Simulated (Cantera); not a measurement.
Cantera run, input and output.

```python
import numpy as np
import cantera as ct

gas = ct.Solution("gri30.yaml")


def delay(T, t_max=10):
    gas.TPX = T, 1000000, {'CH4': 1, 'H2': 0.18, 'O2': 1.49, 'N2': 4.63}
    reactor = ct.IdealGasConstPressureReactor(gas, clone=False)
    net = ct.ReactorNet([reactor])
    net.rtol, net.atol = 1e-8, 1e-16
    while net.time < t_max:
        t_old, T_old = net.time, reactor.T
        net.step()
        if reactor.T > T + 400:  # ignition: a rise of 400 K
            return t_old + (T + 400 - T_old) / (reactor.T - T_old) * (net.time - t_old)
    return np.nan


taus = []
for T in [1075, 1150, 1225, 1300, 1375, 1450, 1525]:
    taus.append(delay(T))
    print(f"T0 = {T:6g} K   tau = {taus[-1]:.4e} s")
```

It prints:

```
T0 =   1075 K   tau = 3.3197e-03 s
T0 =   1150 K   tau = 1.3911e-03 s
T0 =   1225 K   tau = 7.2553e-04 s
T0 =   1300 K   tau = 4.0230e-04 s
T0 =   1375 K   tau = 2.2497e-04 s
T0 =   1450 K   tau = 1.2594e-04 s
T0 =   1525 K   tau = 7.1033e-05 s
```

Model: GRI-Mech 3.0 (53 species, 325 reactions), integrated in Cantera.
